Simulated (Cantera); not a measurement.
Silicon etching in halogen gases: Si + Cl2

Charge: 1 mol Si, a varied amount of Cl2, held at 27.8 Torr.

These are equilibrium values from Cantera (NASA tables, ideal gas, pure condensed phases), not measurements of a reactor. Candidate condensed phases: Si; 9 gas species. The tables' values for SiCl3 are old estimates. Equilibrium is a limit: real reactors are often held back by kinetics, nucleation or transport.

Problem. Map the stable condensed phases over T = 177, 277, 377, 477, 577, 677, 777, 877, 977, 1077, 1177, 1277, 1377 °C and n(Cl2) in mol = 1.1, 1.3, 1.5, 1.7, 2, 2.3, 2.7, 3.1, 3.5, 4.1, 4.7.

Solution. 
```
T in °C \ n(Cl2) in mol
         1.1 1.3 1.5 1.7   2 2.3 2.7 3.1 3.5 4.1 4.7
   1377    A   A   A   A   A   A   A   A   A   A   A
   1277    B   A   A   A   A   A   A   A   A   A   A
   1177    B   A   A   A   A   A   A   A   A   A   A
   1077    B   B   B   A   A   A   A   A   A   A   A
    977    B   B   B   B   A   A   A   A   A   A   A
    877    B   B   B   B   A   A   A   A   A   A   A
    777    B   B   B   B   A   A   A   A   A   A   A
    677    B   B   B   B   A   A   A   A   A   A   A
    577    B   B   B   B   A   A   A   A   A   A   A
    477    B   B   B   B   A   A   A   A   A   A   A
    377    B   B   B   B   A   A   A   A   A   A   A
    277    B   B   B   B   A   A   A   A   A   A   A
    177    B   B   B   B   A   A   A   A   A   A   A
```
A: gas only; B: Si.
